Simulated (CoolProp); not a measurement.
Hexamethyldisiloxane (MM) at 293.15 K and 0.17 MPa is throttled through a valve to 0.0825 MPa with no heat exchange. Each further row changes one setting.

Computed with CoolProp (reference Helmholtz-energy equation of state, Thol 2016).

```json
[
 {"case": "as stated", "temperature change (K)": "+0.0"},
 {"case": "outlet pressure 0.0248 MPa", "temperature change (K)": "+0.1"},
 {"case": "outlet pressure 0.107 MPa", "temperature change (K)": "+0.0"}
]
```
